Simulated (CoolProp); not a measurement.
n-perfluorohexane at several states: Z from the reference equation and from simpler models built on Tc = 174.9 °C, pc = 1742 kPa, ω = 0.497; each cubic takes its own stable root.

Model: reference Helmholtz-energy equation of state, Gao 2022, in CoolProp.

```tsv
T (°C)	p (kPa)	phase	reference
100.35	6710	liquid	0.4896
-11.45	394	liquid	0.03438
141.95	1040	liquid	0.08358
21.15	2890	liquid	0.2349
-45.45	8150	liquid	0.7688
99.55	46.2	gas	0.9821
```

### Question
How far does each simpler model (van der Waals, Soave-Redlich-Kwong, Peng-Robinson) lie from the reference over these 6 states: mean and median of the absolute difference, and the worst?

### Answer
- van der Waals: mean 174.8 %, median 74.4 %, worst +758.5 % at 141.95 °C and 1040 kPa
- Soave-Redlich-Kwong: mean 14.4 %, median 15.0 %, worst +26.7 % at 141.95 °C and 1040 kPa
- Peng-Robinson: mean 3.5 %, median 2.1 %, worst +12.0 % at 141.95 °C and 1040 kPa

At some of these states van der Waals gives the other phase, because its saturation line lies elsewhere.
